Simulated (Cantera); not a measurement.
Input: 1 mol Si3N4, a varied amount of CO2, 16 mol N2, equilibrated at 2023.15 K and 0.00133 bar.

Method: chemical equilibrium by Gibbs-energy minimisation in Cantera with the NASA 1993 tables (ideal gas, pure condensed phases). Candidate condensed phases: C, Si, SiC, SiO2, Si2N2O, Si3N4; 34 gas species. Mutual solubility and eutectic melting of coexisting phases are not modelled. Rates play no part.

Task: What share of the Si ends up in condensed phases as a function of n(CO2) (mol), at 0.21, 0.3, 0.41, 0.58, 0.81, 1.1, 1.6, 2.2?

Result: 
| n(CO2) (mol) | Si condensed (%) | as |
|---|---|---|
| 0.21 | 58.9 | Si(l) + SiC(s) |
| 0.3 | 54.2 | Si(l) + SiC(s) |
| 0.41 | 48.5 | Si(l) + SiC(s) |
| 0.58 | 39.6 | Si(l) + SiC(s) |
| 0.81 | 27.6 | Si(l) + SiC(s) |
| 1.1 | 15.1 | SiC(s) |
| 1.6 | 10.2 | SiC(s) |
| 2.2 | 1.8 | SiC(s) |
